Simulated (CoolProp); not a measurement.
Ethanol along the isobar 755 kPa: Z from the reference equation and from simpler models built on Tc = 514.7 K, pc = 6268 kPa, ω = 0.644; each cubic takes its own stable root.

Computed with CoolProp (reference Helmholtz-energy equation of state, Schroeder 2014).

```
T (K)   phase  reference  Soave-Redlich-Kwong  Peng-Robinson
-----  ------  ---------  -------------------  -------------
183    liquid    0.02582              0.03122              ?
207.9  liquid    0.02332              0.02789        0.02493
232.9  liquid    0.02136              0.02533              ?
257.8  liquid          ?              0.02334              ?
282.7  liquid    0.01852                    ?        0.01938
307.6  liquid    0.01749              0.02055        0.01827
332.5  liquid    0.01666              0.01962        0.01742
357.4  liquid    0.01600              0.01896              ?
382.3  liquid    0.01553              0.01856        0.01642
407.3  liquid    0.01527              0.01848        0.01632
432.2     gas     0.9076               0.9152         0.9101
457.1     gas     0.9317               0.9318         0.9268
```

Problem. Some entries are withheld; supply them.

Solution. 
- 183, Peng-Robinson: 0.02793
- 232.9, Peng-Robinson: 0.02261
- 257.8, reference: 0.01979
- 257.8, Peng-Robinson: 0.02081
- 282.7, Soave-Redlich-Kwong: 0.02177
- 357.4, Peng-Robinson: 0.01680
